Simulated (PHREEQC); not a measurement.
HF is added in steps, without added water, to 1 kg of water holding 1 mmol/kgw KF and 5.8 mmol/kgw H2SeO3, at 25 °C. No oxygen is let in. CO2 from the air is kept out. Precipitation was switched off in this run.

Base run: PHREEQC, ion-association model, wateq4f.dat. Each further column changes one thing. The table gives F- (mol/kgw).

```tsv
HF added (mol)	base	metal-ligand complexes left out	all activity coefficients set to 1	Debye-Hückel limiting law	Davies equation for every ion
0	0.000263	0.000263	0.000250	0.000264	0.000263
0.00087	0.000469	0.000469	0.000446	0.000472	0.000470
0.00203	0.000719	0.000719	0.000684	0.000723	0.000721
0.0029	0.000892	0.000892	0.000847	0.000897	0.000893
0.00377	0.00105	0.00105	0.000999	0.00106	0.00105
0.00493	0.00125	0.00125	0.00119	0.00126	0.00126
0.0058	0.00139	0.00139	0.00132	0.00140	0.00140
```
